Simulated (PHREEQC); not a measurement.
Dissolve 0.17 mol HCl, 7.8e-05 mol NaCl and 3.6e-05 mol MnSO4 per kg of water at 20 °C. Closed to the air; pH follows from the charge balance.

Model: ion-association model, wateq4f.dat, run in PHREEQC.

```csv
quantity,before,after
pH,0.86,1.53
SI of Halite (NaCl),-6.71,-7.99
```

Question: Name the change that produced these shifts.
A. MnSO4 from 3.6e-05 to 7.2e-05 mol/kgw
B. HCl replaced by CuCl2 at the same molality
C. MnSO4 left out
D. diluted 5-fold with water

Answer: D, diluted 5-fold with water

Precipitation was switched off in this run.
